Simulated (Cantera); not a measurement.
Input: 1 mol Pb, 1.3 mol CO, 0.3 mol H2.

These are equilibrium values from Cantera (NASA tables, ideal gas, pure condensed phases), not measurements of a reactor. Candidate condensed phases: C, C6H6, C7H8, C8H18, H2O, Pb, PbO, PbO2, Pb3O4; 113 gas species. Kinetics and transport are ignored.

Stable condensed phases, one row left out:

```
T in K \ P in Pa
              10      52     270    1400    7200   37000  190000 1000000
   1348        A       A       A       B       C       C       C       C
   1298        A       A       A       B       C       C       C       C
   1248        A       A       A       C       C       C       C       C
   1198        A       A       B       C       C       C       C       C
   1148        A       A       B       C       C       C       C       C
   1048        A       C       C       C       C       C       C       C
    998        B       C       C       C       C       C       C       C
    948        C       C       C       C       C       C       C       C
    898        C       C       C       C       C       C       C       C
```

A: gas only; B: Pb; C: C + Pb.

Task: Give the row for 1098 K.

Result: 10: gas only; 52: Pb; 270: C + Pb; 1400: C + Pb; 7200: C + Pb; 37000: C + Pb; 190000: C + Pb; 1000000: C + Pb.
